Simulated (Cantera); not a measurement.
Cantera run:

```python
import numpy as np
import cantera as ct

gas_names = [...]  # 151 gases of nasa_gas.yaml made of C, H, N, O, Si
cond_names = """
    C(gr) C6H6(L) C7H8(L) C8H18(L),n-octa H2O(s) H2O(L) Si(cr) Si(L) SiC(b) SiO2(Lqz) SiO2(hqz) SiO2(L)
    Si2N2O(s) Si3N4(a)
""".split()


# ... load() reads the species with a 1 bar reference pressure and builds the phases ...
atoms = {
    'SiC': {'Si': 1, 'C': 1},
    'N2O': {'N': 2, 'O': 1},
    'H2': {'H': 2},
}
top_T = {'C(gr)': 4500, 'SiC(b)': 3050, 'Si2N2O(s)': 2100, 'Si3N4(a)': 2400}  # K; cautious upper limits of use, not melting points


# ... equilibrate(T, P, feed) seeds the gas with the atoms and calls Mixture.equilibrate('TP', solver="vcs", rtol=1e-11, max_steps=5000) ...
results = []
feed = {'SiC': 1, 'N2O': 0.21, 'H2': 4.5}  # mol
T = 1798  # K
for P in [0.1, 1.5, 22, 320, 4600, 68000, 1000000]:
    mix = equilibrate(T, P, feed)
    results.append((T, P, feed, dict(zip(mix.species_names, mix.species_moles))))
    x = sorted(zip(gas.X, gas.species_names), reverse=True)
    print(f"T = {T:g} K  P = {P:g} Pa  gas = {mix.phase_moles(0):.4g} mol")
    print("   x: " + "  ".join(f"{s} {v:.3e}" for v, s in x if v > 1e-06))
    print("   condensed (mol): " + ("  ".join(f"{mix.phase(i).name} {mix.phase_moles(i):.4g}"
          for i in range(1, mix.n_phases) if mix.phase_moles(i) > 1e-12) or "none"))
```

Output:

```
T = 1798 K  P = 0.1 Pa  gas = 6.231 mol
   x: H2 5.868e-01  H 2.697e-01  Si 7.361e-02  CO 3.352e-02  N2 3.326e-02  SiC2 1.061e-03  HCN 8.494e-04  Si2C 7.736e-04  SiO 1.851e-04  C2H2,acetylene 1.012e-04  SiH 6.470e-05  HNC 3.209e-05  Si2 1.055e-05  SiN 5.980e-06  CN 5.462e-06
   condensed (mol): C(gr) 0.2429  SiC(b) 0.5234
T = 1798 K  P = 1.5 Pa  gas = 5.284 mol
   x: H2 8.105e-01  H 8.184e-02  N2 3.963e-02  CO 3.381e-02  Si 2.764e-02  SiO 5.927e-03  Si2C 2.905e-04  HCN 1.935e-04  SiH 1.106e-04  Si2 2.232e-05  SiC2 1.255e-05  SiN 9.495e-06  HNC 7.308e-06  C2H2,acetylene 4.406e-06  SiH2 3.216e-06  Si2N 2.057e-06
   condensed (mol): SiC(b) 0.8185
T = 1798 K  P = 22 Pa  gas = 4.997 mol
   x: H2 8.893e-01  N2 4.197e-02  CO 2.307e-02  H 2.239e-02  SiO 1.895e-02  Si 4.080e-03  HCN 9.633e-05  SiH 6.549e-05  Si2C 4.288e-05  SiH2 7.638e-06  Si2 7.133e-06  SiN 5.523e-06  HNC 3.639e-06  Si2N 2.591e-06  C2H2,acetylene 1.032e-06
   condensed (mol): SiC(b) 0.884
T = 1798 K  P = 320 Pa  gas = 4.936 mol
   x: H2 9.086e-01  N2 4.250e-02  CO 2.140e-02  SiO 2.115e-02  H 5.933e-03  Si 3.077e-04  HCN 8.931e-05  SiH 1.904e-05  SiH2 8.560e-06  HNC 3.374e-06  Si2C 3.234e-06  SiN 1.598e-06
   condensed (mol): SiC(b) 0.8939
T = 1798 K  P = 4600 Pa  gas = 4.924 mol
   x: H2 9.130e-01  N2 4.260e-02  SiO 2.135e-02  CO 2.129e-02  H 1.569e-03  HCN 8.900e-05  Si 2.156e-05  SiH2 8.665e-06  SiH 5.070e-06  H2O 3.470e-06  HNC 3.362e-06  CH4 2.205e-06
   condensed (mol): SiC(b) 0.8947
T = 1798 K  P = 68000 Pa  gas = 4.793 mol
   x: H2 9.383e-01  N2 3.037e-02  CO 2.833e-02  SiO 2.170e-03  H 4.136e-04  HCN 2.757e-04  CH4 1.245e-04  H2O 1.938e-05  C2H2,acetylene 1.167e-05  HNC 1.041e-05  NH3 3.157e-06  SiH2 2.461e-06  CH3 1.110e-06
   condensed (mol): SiC(b) 0.8621  Si2N2O(s) 0.06373
T = 1798 K  P = 1e+06 Pa  gas = 4.601 mol
   x: H2 9.629e-01  CO 1.447e-02  N2 1.420e-02  CH4 7.182e-03  HCN 7.110e-04  C2H2,acetylene 1.661e-04  H 1.093e-04  SiO 7.991e-05  H2O 4.011e-05  C2H4 3.794e-05  NH3 3.300e-05  HNC 2.686e-05  CH3 1.649e-05  CH3CN 1.948e-06
   condensed (mol): C(gr) 0.1812  SiC(b) 0.7139  Si2N2O(s) 0.1429
```

Method: chemical equilibrium by Gibbs-energy minimisation in Cantera with the NASA 1993 tables (ideal gas, pure condensed phases). Mutual solubility and eutectic melting of coexisting phases are not modelled.
